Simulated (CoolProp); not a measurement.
Carbon monoxide at 298.15 K and 0.184 MPa is throttled through a valve to 0.0773 MPa with no heat exchange. Each further row changes one setting.

Computed with CoolProp (reference Helmholtz-energy equation of state, Lemmon 2006). It is a short technical equation, of lower accuracy than the large ones.

```csv
case,temperature change (K),final density (kg/m³)
as stated,-0.3,0.874
outlet pressure 0.0232 MPa,-0.4,0.263
outlet pressure 0.1 MPa,-0.2,1.13
```
